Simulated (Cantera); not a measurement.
Feed: 1 mol B2O3, 1.2 mol Cl2, a varied amount of N2, at 1175 °C and 133 Pa.

Cantera equilibrium calculation (NASA polynomials, part measured and part estimated; ideal gas, pure solids and liquids). Candidate condensed phases: B, BN, B2O3; 25 gas species. The tables' values for BOCl are old estimates; treat these amounts as uncertain. The numbers say what is thermodynamically allowed, not how fast it happens.

x: gas mole fraction; n: condensed amount in mol.

```json
[
 {"n(N2) (mol)": "3", "x N2": "0.595", "x Cl": "0.311", "x Cl2": "0.0779", "x BOCl": "0.00804", "n B2O3(l)": "0.951"},
 {"n(N2) (mol)": "4.1", "x N2": "[?]", "x Cl": "[?]", "x Cl2": "[?]", "x BOCl": "0.00713", "n B2O3(l)": "0.943"},
 {"n(N2) (mol)": "5.5", "x N2": "0.720", "x Cl": "0.226", "x Cl2": "0.0409", "x BOCl": "0.00627", "n B2O3(l)": "0.933"},
 {"n(N2) (mol)": "7.4", "x N2": "0.771", "x Cl": "0.188", "x Cl2": "0.0284", "x BOCl": "0.00544", "n B2O3(l)": "0.921"},
 {"n(N2) (mol)": "10", "x N2": "0.816", "x Cl": "0.153", "x Cl2": "0.0189", "x BOCl": "0.00464", "n B2O3(l)": "0.904"},
 {"n(N2) (mol)": "14", "x N2": "0.858", "x Cl": "[?]", "x Cl2": "[?]", "x BOCl": "0.00383", "n B2O3(l)": "0.879"},
 {"n(N2) (mol)": "18", "x N2": "0.884", "x Cl": "0.0988", "x Cl2": "0.00785", "x BOCl": "0.00329", "n B2O3(l)": "0.855"},
 {"n(N2) (mol)": "25", "x N2": "0.911", "x Cl": "0.0756", "x Cl2": "0.00460", "x BOCl": "0.00266", "n B2O3(l)": "0.813"},
 {"n(N2) (mol)": "33", "x N2": "0.929", "x Cl": "0.0596", "x Cl2": "0.00286", "x BOCl": "0.00221", "n B2O3(l)": "0.767"}
]
```

Problem. Fill in the missing entries.

Solution. 
- 14, x Cl: 0.120
- 14, x Cl2: 0.0116
- 4.1, x N2: 0.662
- 4.1, x Cl: 0.266
- 4.1, x Cl2: 0.0570
